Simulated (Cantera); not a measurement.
What does this Cantera script print?

```python
import numpy as np
import cantera as ct

gas_names = [...]  # 123 gases of nasa_gas.yaml made of C, H, O, Si
cond_names = """
    C(gr) C6H6(L) C7H8(L) C8H18(L),n-octa H2O(s) H2O(L) Si(cr) Si(L) SiC(b) SiO2(Lqz) SiO2(hqz) SiO2(L)
""".split()


# ... load() reads the species with a 1 bar reference pressure and builds the phases ...
atoms = {
    'SiC': {'Si': 1, 'C': 1},
    'O2': {'O': 2},
    'H2': {'H': 2},
}
top_T = {'C(gr)': 4500, 'SiC(b)': 3050}  # K; cautious upper limits of use, not melting points


# ... equilibrate(T, P, feed) seeds the gas with the atoms and calls Mixture.equilibrate('TP', solver="vcs", rtol=1e-11, max_steps=5000) ...
results = []
T = 1925  # K
P = 570000  # Pa
for m in [9.3, 11, 14, 17, 20, 25, 30, 37, 45, 55, 67]:
    feed = {'SiC': 1, 'O2': 0.013, 'H2': m}  # mol
    mix = equilibrate(T, P, feed)
    results.append((T, P, feed, dict(zip(mix.species_names, mix.species_moles))))
    x = sorted(zip(gas.X, gas.species_names), reverse=True)
    print(f"T = {T:g} K  P = {P:g} Pa  n(H2) = {m:g} mol  gas = {mix.phase_moles(0):.4g} mol")
    print("   x: " + "  ".join(f"{s} {v:.3e}" for v, s in x if v > 0.001))
    print("   condensed (mol): " + ("  ".join(f"{mix.phase(i).name} {mix.phase_moles(i):.4g}"
          for i in range(1, mix.n_phases) if mix.phase_moles(i) > 1e-12) or "none"))
```

Output:

```
T = 1925 K  P = 570000 Pa  n(H2) = 9.3 mol  gas = 9.325 mol
   x: H2 9.965e-01  SiO 1.491e-03  CO 1.283e-03
   condensed (mol): SiC(b) 0.9857
T = 1925 K  P = 570000 Pa  n(H2) = 11 mol  gas = 11.03 mol
   x: H2 9.970e-01  SiO 1.275e-03  CO 1.071e-03
   condensed (mol): SiC(b) 0.9855
T = 1925 K  P = 570000 Pa  n(H2) = 14 mol  gas = 14.03 mol
   x: H2 9.975e-01  SiO 1.022e-03
   condensed (mol): SiC(b) 0.9851
T = 1925 K  P = 570000 Pa  n(H2) = 17 mol  gas = 17.03 mol
   x: H2 9.978e-01
   condensed (mol): SiC(b) 0.9847
T = 1925 K  P = 570000 Pa  n(H2) = 20 mol  gas = 20.03 mol
   x: H2 9.980e-01
   condensed (mol): SiC(b) 0.9843
T = 1925 K  P = 570000 Pa  n(H2) = 25 mol  gas = 25.03 mol
   x: H2 9.983e-01
   condensed (mol): SiC(b) 0.9837
T = 1925 K  P = 570000 Pa  n(H2) = 30 mol  gas = 30.03 mol
   x: H2 9.985e-01
   condensed (mol): SiC(b) 0.983
T = 1925 K  P = 570000 Pa  n(H2) = 37 mol  gas = 37.03 mol
   x: H2 9.986e-01
   condensed (mol): SiC(b) 0.9822
T = 1925 K  P = 570000 Pa  n(H2) = 45 mol  gas = 45.03 mol
   x: H2 9.988e-01
   condensed (mol): SiC(b) 0.9813
T = 1925 K  P = 570000 Pa  n(H2) = 55 mol  gas = 55.03 mol
   x: H2 9.989e-01
   condensed (mol): SiC(b) 0.9802
T = 1925 K  P = 570000 Pa  n(H2) = 67 mol  gas = 67.03 mol
   x: H2 9.990e-01
   condensed (mol): SiC(b) 0.9789
```

Cantera equilibrium calculation (NASA polynomials, part measured and part estimated; ideal gas, pure solids and liquids). Gases not in the tables: Si2H6 and higher silanes.
